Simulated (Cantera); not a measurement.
Input (Python, Cantera) and output of one run.

```python
import numpy as np
import cantera as ct

gas_names = """
    O2 S2
""".split()
cond_names = """
    Na(L) Na2O(L) Na2S(L) Na2SO4(L)
""".split()


def load(file, names, dense=False):
    # The tables refer to 1 bar. Condensed volumes are neglected.
    table = {s.name: s for s in ct.Species.list_from_file(file)}
    out = []
    for n in names:
        d = dict(table[n].input_data)
        d["thermo"] = dict(d["thermo"], **{"reference-pressure": 1e5})
        if dense:
            d["equation-of-state"] = {"model": "constant-volume", "density": "1e6 g/cm^3"}
        out.append(ct.Species.from_dict(d))
    return out


species = {s.name: s for s in load("nasa_gas.yaml", gas_names) + load("nasa_condensed.yaml", cond_names)}
T = 1450
g = {n: (s.thermo.h(T) - T * s.thermo.s(T)) / (ct.gas_constant * T * np.log(10)) for n, s in species.items()}
valid = cond_names  # the entries whose range holds T


def stable(la, lb):
    # potentials (over RT ln 10) of the two non-metals from log10 p(O2) and log10 p(S2) in bar
    mu = {}
    mu["O"] = (g["O2"] + la) / 2
    mu["S"] = (g["S2"] + lb) / 2
    cost = {}
    for n in valid:
        c = species[n].composition
        cost[n] = (g[n] - sum(c.get(e, 0) * m for e, m in mu.items())) / c["Na"]
    return min(cost, key=cost.get)


results = []
for lb in [0, -1.4, -2.8, -4.1, -5.5, -6.9, -8.2, -9.6, -11]:
    row = [stable(la, lb) for la in [-25, -23.9, -22.8, -21.7, -20.7, -19.6, -18.5, -17.4, -16.3, -15.2, -14.1, -13, -12, -10.9, -9.8, -8.7, -7.6, -6.5, -5.4, -4.3, -3.3, -2.2, -1.1, 0]]
    results.append(row)
    print(f"{lb:6.1f}  " + " ".join(f"{valid.index(n):x}" for n in row))
print("key: " + ", ".join(f"{i:x} {n}" for i, n in enumerate(valid)))
```

It prints:

```
   0.0  2 2 2 2 2 2 2 2 2 2 2 2 2 2 2 3 3 3 3 3 3 3 3 3
  -1.4  2 2 2 2 2 2 2 2 2 2 2 2 2 2 2 3 3 3 3 3 3 3 3 3
  -2.8  2 2 2 2 2 2 2 2 2 2 2 2 2 2 2 3 3 3 3 3 3 3 3 3
  -4.1  2 2 2 2 2 2 2 2 2 2 2 2 2 2 2 3 3 3 3 3 3 3 3 3
  -5.5  2 2 2 2 2 2 2 2 2 2 2 2 2 2 2 3 3 3 3 3 3 3 3 3
  -6.9  2 2 2 2 2 2 2 2 2 2 2 2 2 2 2 3 3 3 3 3 3 3 3 3
  -8.2  2 2 2 2 2 2 2 2 2 2 2 2 2 2 2 3 3 3 3 3 3 3 3 3
  -9.6  2 2 2 2 2 2 2 2 2 2 2 2 2 2 2 3 3 3 3 3 3 3 3 3
 -11.0  2 2 2 2 2 2 2 2 2 2 2 2 2 2 2 3 3 3 3 3 3 3 3 3
key: 0 Na(L), 1 Na2O(L), 2 Na2S(L), 3 Na2SO4(L)
```

Source: NASA polynomial tables (part measured, part estimated), evaluated in Cantera. Not in the tables: pyrosulfates. Part of the grid cannot be reached: there another gas would pass 10 bar, or a non-metal would condense.
